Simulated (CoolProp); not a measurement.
Vapour-liquid equilibrium of propane (1) + n-pentane (2) at 0.332 bar; x and y are mole fractions of (1).

The numbers come from the multi-fluid Helmholtz-energy mixture model, Lemmon 2009 and Thol 2019; pair parameters Kunz 2012 in CoolProp.

Problem. Give the bubble temperature and the first vapour's composition at x = 0.5, 0.575, 0.725. Is there an azeotrope?

Solution. x = 0.5: 219.6 K, y = 0.982; x = 0.575: 217.4 K, y = 0.986; x = 0.725: 213.8 K, y = 0.993. No azeotrope shows between x = 0.05 and 0.95.

Pair parameters are fitted to limited data, so mixtures are less certain than the pure fluids.
